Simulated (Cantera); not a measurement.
Cantera run, input and output.

```python
import numpy as np
import cantera as ct

gas = ct.Solution("gri30.yaml")
gas.TPX = 1300, 110000, {'N2O': 1, 'H2': 0.04, 'N2': 5.6}
reactor = ct.IdealGasConstPressureReactor(gas, energy="off", clone=False)
net = ct.ReactorNet([reactor])
net.rtol, net.atol = 1e-08, 1e-18
show = ['N2O', 'H2', 'NO', 'NO2', 'OH', 'HO2', 'O']
times = np.geomspace(4e-05, 90, 14)

steps = ct.SolutionArray(gas, extra=["t"])
rows = []
print(f"{'t/s':>10s}{'T/K':>9s}{'P/Pa':>11s}" + "".join(f"{s:>11s}" for s in show))
for t in times:
    while net.time < t:
        t_next = net.step()
        steps.append(gas.state, t=t_next)
    rows.append([np.interp(t, steps.t, y) for y in (steps.T, steps.P, *steps(*show).X.T)])
    print(f"{t:10.3e}{rows[-1][0]:9.1f}{rows[-1][1]:11.4g}" + "".join(f"{x:11.3e}" for x in rows[-1][2:]))
rate = np.gradient(steps.T, steps.t)
print("integrator steps:", len(steps.t))
if steps.T.max() > steps.T[0] + 200:
    print(f"time of steepest temperature rise: {steps.t[rate.argmax()]:.4e} s")
gas.TPX = 1300, 110000, {'N2O': 1, 'H2': 0.04, 'N2': 5.6}
gas.equilibrate("TP")
print(f"equilibrium (TP): T = {gas.T:.1f} K  " + "  ".join(f"{s} {gas[s].X[0]:.3e}" for s in show))
```

It prints:

```
       t/s      T/K       P/Pa        N2O         H2         NO        NO2         OH        HO2          O
 4.000e-05   1300.0    1.1e+05  1.506e-01  6.002e-03  1.661e-06  5.625e-11  6.000e-06  8.371e-08  2.925e-06
 1.232e-04   1300.0    1.1e+05  1.503e-01  5.801e-03  1.115e-05  5.342e-09  1.908e-05  6.880e-07  3.045e-06
 3.796e-04   1300.0    1.1e+05  1.490e-01  4.573e-03  6.000e-05  1.027e-07  3.916e-05  1.313e-06  4.005e-06
 1.169e-03   1300.0    1.1e+05  1.455e-01  1.538e-03  1.730e-04  9.188e-07  4.526e-05  1.760e-06  5.688e-06
 3.602e-03   1300.0    1.1e+05  1.426e-01  1.369e-04  3.545e-04  1.009e-05  2.419e-05  1.327e-06  6.562e-06
 1.110e-02   1300.0    1.1e+05  1.382e-01  1.242e-06  8.543e-04  3.480e-05  1.955e-05  7.596e-07  6.505e-06
 3.419e-02   1300.0    1.1e+05  1.262e-01  1.406e-07  2.286e-03  5.943e-05  2.049e-05  3.901e-07  6.192e-06
 1.053e-01   1300.0    1.1e+05  9.654e-02  1.157e-07  5.676e-03  8.903e-05  2.002e-05  1.749e-07  5.474e-06
 3.244e-01   1300.0    1.1e+05  4.663e-02  7.965e-08  1.069e-02  1.228e-04  1.667e-05  7.922e-08  3.740e-06
 9.994e-01   1300.0    1.1e+05  8.311e-03  2.560e-08  1.321e-02  1.330e-04  9.065e-06  3.132e-08  1.109e-06
 3.079e+00   1300.0    1.1e+05  1.328e-04  2.508e-09  1.337e-02  9.462e-05  2.256e-06  5.252e-09  6.719e-08
 9.484e+00   1300.0    1.1e+05  6.656e-08  1.901e-09  1.338e-02  8.157e-05  1.787e-06  3.582e-09  4.183e-08
 2.922e+01   1300.0    1.1e+05  6.585e-08  1.901e-09  1.338e-02  8.154e-05  1.787e-06  3.582e-09  4.183e-08
 9.000e+01   1300.0    1.1e+05  6.576e-08  1.901e-09  1.337e-02  8.148e-05  1.787e-06  3.583e-09  4.183e-08
integrator steps: 2035
equilibrium (TP): T = 1300.0 K  N2O 1.843e-08  H2 1.804e-09  NO 2.443e-04  NO2 1.568e-06  OH 1.834e-06  HO2 3.871e-09  O 4.404e-08
```

Model: GRI-Mech 3.0 (53 species, 325 reactions), integrated in Cantera. GRI-Mech 3.0 was tuned for natural gas; its chemistry of N2O as a main component is partial and can be far from experiment. The mechanism lacks the step 2 NO + O2 → 2 NO2, which can matter for NO2 below about 1400 K. The temperature is held fixed by assumption; the heat of reaction is taken as removed at once.
